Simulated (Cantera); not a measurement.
An isothermal, constant-pressure homogeneous reactor starts with NO : N2 = 1 : 0.61 (molar parts), at 1975 K and 12.8 Torr. Integrator tolerance rtol = 1e-08.

Cantera simulation using GRI-Mech 3.0 (53 species, 325 reactions); the numbers are that mechanism's predictions, not measurements. Radical loss at walls, strong at low pressure, is not modelled.

**Question.** What does this change do: NO 1 to 0.18 parts?

**Answer.** 
| quantity | before | after |
|---|---|---|
| x(NO) at 50.0 s | 0.0243 (gas-phase equilibrium 0.00806) | 0.0263 (gas-phase equilibrium 0.00550) |
| x(O2) at 50.0 s | 0.297 (gas-phase equilibrium 0.305) | 0.100 (gas-phase equilibrium 0.110) |
| x(N2O) at 50.0 s | 1.68e-7 (gas-phase equilibrium 5.52e-8) | 2.25e-7 (gas-phase equilibrium 4.28e-8) |
| x(N2) at 50.0 s | 0.676 (gas-phase equilibrium 0.685) | 0.872 (gas-phase equilibrium 0.883) |
| x(NO2) at 50.0 s | 6.77e-6 (gas-phase equilibrium 2.27e-6) | 4.24e-6 (gas-phase equilibrium 9.35e-7) |
| x(O) at 50.0 s | 0.00232 (gas-phase equilibrium 0.00235) | 0.00135 (gas-phase equilibrium 0.00141) |
